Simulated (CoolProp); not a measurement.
Model: reference Helmholtz-energy equation of state, Lemmon 2006, in CoolProp. It is a short technical equation, of lower accuracy than the large ones.

Question: For nitrous oxide, give the phase and the density (kg/m³), cp (kJ/(kg K)), speed of sound (m/s), expansivity (1/kK) at 247 K and 2.32 MPa; 274.5 K and 2.32 MPa.

Answer: 
- 247 K and 2.32 MPa: liquid; density 1030, cp 1.92, speed of sound 744, expansivity 3.94
- 274.5 K and 2.32 MPa: gas; density 55.3, cp 1.24, speed of sound 228, expansivity 7.22
